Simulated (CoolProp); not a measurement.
Vapour-liquid equilibrium of n-hexane (1) + o-xylene (2) at 63.4 kPa; x and y are mole fractions of (1).

Model: multi-fluid Helmholtz-energy mixture model, Thol 2019 and Zhou 2012; pair parameters Bell 2016, in CoolProp.

Question: Give the bubble temperature and the first vapour's composition at x = 0.05, 0.5, 0.8. Is there an azeotrope?

Answer: x = 0.05: 116.0 °C, y = 0.322; x = 0.5: 71.6 °C, y = 0.921; x = 0.8: 60.2 °C, y = 0.978. No azeotrope shows between x = 0.05 and 0.95.

The pair parameters rest on a limited set of measurements; away from them the model extrapolates.
